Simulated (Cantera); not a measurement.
Feed: 1 mol Fe₃O₄, 0.058 mol Cl₂, 0.55 mol N₂, at 75.0 Torr.

These are equilibrium values from Cantera (NASA tables, ideal gas, pure condensed phases), not measurements of a reactor. Candidate condensed phases: Fe, FeCl₂, FeCl₃, FeO, Fe₂O₃, Fe₃O₄; 19 gas species. Mutual solubility and eutectic melting of coexisting phases are not modelled. Equilibrium is a limit: real reactors are often held back by kinetics, nucleation or transport. All values below are at 1052 °C.

Base state: N₂ 0.908, FeCl₂ 0.0767, FeCl₃ 0.0108, Cl 0.00201, Cl₂ 0.00169, O₂ 0.000375, Fe₂Cl₄ 0.000102, NO 2.11e-5 (mole fractions); condensed: Fe₂O₃(s) + Fe₃O₄(s).

Question: What changes in the equilibrium state with this change: N₂ from 0.55 to 3 mol?

Answer: 
```csv
species,before,after
N₂,0.908,0.981
FeCl₂,0.0767,0.0165
FeCl₃,0.0108,0.00108
Fe₂Cl₄,0.000102,4.73e-6
Cl₂,0.00169,0.000364
"Fe₂O₃(s), mol",0.211,0.208
"Fe₃O₄(s), mol",0.842,0.843
```
